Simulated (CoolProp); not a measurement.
Dimethyl carbonate along the isotherm 381.6 K: fugacity coefficient from the reference equation and from simpler models built on Tc = 557.0 K, pc = 4.909 MPa, ω = 0.346; each cubic takes its own stable root.

Model: reference Helmholtz-energy equation of state, Zhou 2011, in CoolProp.

```
p (MPa)   phase  reference  van der Waals  Soave-Redlich-Kwong
-------  ------  ---------  -------------  -------------------
0.46     liquid     0.3696         0.9329               0.3686
0.92     liquid     0.1873         0.8358               0.1872
1.38     liquid     0.1266         0.5705               0.1267
1.84     liquid    0.09628         0.4381              0.09651
2.3      liquid    0.07809         0.3588              0.07840
2.76     liquid    0.06598         0.3060              0.06634
3.22     liquid    0.05733         0.2685              0.05774
3.68     liquid    0.05086         0.2404              0.05130
4.14     liquid    0.04583         0.2187              0.04631
4.6      liquid    0.04182         0.2014              0.04232
5.06     liquid    0.03854         0.1874              0.03906
5.52     liquid    0.03581         0.1757              0.03635
5.98     liquid    0.03351         0.1660              0.03407
6.44     liquid    0.03154         0.1577              0.03212
6.9      liquid    0.02985         0.1505              0.03044
7.36     liquid    0.02836         0.1444              0.02897
```

At some of these states van der Waals gives the other phase, because its saturation line lies elsewhere.
